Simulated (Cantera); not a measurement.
## Thermodynamics of silicon epitaxy and polysilicon growth, feed Si2Cl6 + Cl2 + H2

A closed system holds: 1 mol Si2Cl6, 0.056 mol Cl2, 16 mol H2, at 23.3 Torr.

Method: chemical equilibrium by Gibbs-energy minimisation in Cantera with the NASA 1993 tables (ideal gas, pure condensed phases). Candidate condensed phases: Si; 19 gas species. The feed counts by its element totals alone. The tables' values for SiCl3, SiCl are old estimates; treat these amounts as uncertain. Gases not in the tables: Si2H6 and higher silanes. Rates play no part.

From 850 K to 1600 K the condensed part is Si(s). At 1750 K the condensed part is Si(l). The main Si-bearing gas is SiCl4 at 850 K and SiCl2 at 1750 K. The share of Si in condensed phases is highest at 1150 K (28.8 %) and lowest at 1600 K (15.0 %).

| T (K) | x H2 | x HCl | x SiCl2 | x SiCl4 | x SiHCl3 | x SiCl3 | n Si(s) | n Si(l) |
|---|---|---|---|---|---|---|---|---|
| 850 | 0.903 | 0.00561 | 4.14e-5 | 0.0714 | 0.0191 | 0.000204 | 0.408 | 0 |
| 1000 | 0.889 | 0.0245 | 0.00115 | 0.0660 | 0.0169 | 0.00177 | 0.484 | 0 |
| 1150 | 0.854 | 0.0668 | 0.0115 | 0.0480 | 0.0125 | 0.00710 | 0.577 | 0 |
| 1300 | 0.803 | 0.117 | 0.0455 | 0.0176 | 0.00549 | 0.0116 | 0.511 | 0 |
| 1450 | 0.776 | 0.137 | 0.0751 | 0.00250 | 0.00122 | 0.00717 | 0.371 | 0 |
| 1600 | 0.772 | 0.138 | 0.0856 | 0.000302 | 0.000243 | 0.00324 | 0.299 | 0 |
| 1750 | 0.768 | 0.142 | 0.0868 | 5.01e-5 | 6.01e-5 | 0.00156 | 0 | 0.309 |
x: gas mole fraction; n: condensed amount in mol.
